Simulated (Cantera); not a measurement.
A closed system holds: 1 mol C2H6, 0.013 mol NH3, 13 mol N2, held at 10.0 mbar.

Equilibrium computed with Cantera from the NASA thermochemical tables; the gas is ideal and each condensed phase is pure. Candidate condensed phases: C, C6H6, C7H8, C8H18; 92 gas species. Rates play no part.

x: gas mole fraction; n: condensed amount in mol.

```
T (K)   x N2   x H2       x H     x HCN     x HNC  x C2H2 (acetylene)  n C(graphite)
-----  -----  -----  --------  --------  --------  ------------------  -------------
1423   0.811  0.188   2.88e-5  0.000233   3.02e-6                 [?]           2.00
1523   0.811  0.188  0.000100  0.000485   8.80e-6                 [?]           1.99
1623   0.811  0.188  0.000299  0.000919   2.24e-5                 [?]           1.98
1723   0.810  0.187  0.000789   0.00161   5.11e-5                 [?]           1.97
1823   0.809  0.186   0.00187   0.00266  0.000106                 [?]           1.95
1923   0.808  0.184   0.00404   0.00414  0.000204                 [?]           1.93
2023   0.805  0.180   0.00806   0.00614  0.000364                 [?]           1.89
2123   0.801  0.175    0.0150   0.00870  0.000610                 [?]           1.84
2223   0.795  0.166    0.0261    0.0118  0.000963                 [?]           1.78
```

**Question.** Fill in the missing entries.

**Answer.** 
- 1423, x C2H2 (acetylene): 6.46e-7
- 1523, x C2H2 (acetylene): 2.22e-6
- 1623, x C2H2 (acetylene): 6.54e-6
- 1723, x C2H2 (acetylene): 1.69e-5
- 1823, x C2H2 (acetylene): 3.93e-5
- 1923, x C2H2 (acetylene): 8.29e-5
- 2023, x C2H2 (acetylene): 0.000161
- 2123, x C2H2 (acetylene): 0.000289
- 2223, x C2H2 (acetylene): 0.000482
